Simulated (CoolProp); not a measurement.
Ammonia at several states: fugacity coefficient from the reference equation and from simpler models built on Tc = 405.6 K, pc = 11.36 MPa, ω = 0.256; each cubic takes its own stable root.

Values from CoolProp's reference Helmholtz-energy equation of state, Gao 2020.

| T (K) | p (MPa) | phase | reference |
|---|---|---|---|
| 717.7 | 0.0172 | gas | 0.9999 |
| 323.3 | 0.662 | gas | 0.9504 |
| 223.5 | 0.454 | liquid | 0.09077 |
| 399.8 | 0.166 | gas | 0.9943 |

Q: How far does each simpler model (van der Waals, Redlich-Kwong, Soave-Redlich-Kwong, Peng-Robinson) lie from the reference over these 4 states: mean and median of the absolute difference, and the worst?

A: 
- van der Waals: mean 238.2 %, median 1.1 %, worst +950.6 % at 223.5 K and 0.454 MPa
- Redlich-Kwong: mean 29.4 %, median 0.7 %, worst +116.3 % at 223.5 K and 0.454 MPa
- Soave-Redlich-Kwong: mean 1.5 %, median 0.5 %, worst -4.8 % at 223.5 K and 0.454 MPa
- Peng-Robinson: mean 0.3 %, median 0.3 %, worst +0.7 % at 323.3 K and 0.662 MPa

At some of these states van der Waals gives the other phase, because its saturation line lies elsewhere.
